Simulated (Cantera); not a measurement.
Charge: 1 mol CuO, 11 mol F2, at 22.0 Pa.

Equilibrium computed with Cantera from the NASA thermochemical tables; the gas is ideal and each condensed phase is pure. Candidate condensed phases: Cu, CuF2, CuO, Cu2O; 13 gas species. Kinetics and transport are ignored. All values below are at 1800 K.

Base state: F 0.932, CuF 0.0319, O2 0.0219, CuF2 0.0131, O 0.00121, Cu 1.66e-5 (mole fractions); condensed: gas only.

**Question.** What changes in the equilibrium state with this change: CuO replaced by CaO?

**Answer.** 
| species | before | after |
|---|---|---|
| F | 0.932 | 0.930 |
| CaF2 | 0 | 0.0465 |
| O2 | 0.0219 | 0.0226 |
| CuF | 0.0319 | 0 |
| CuF2 | 0.0131 | 0 |
| Cu | 1.66e-5 | 0 |
| O | 0.00121 | 0.00123 |
Further candidate phases: Ca, CaF2, CaO.
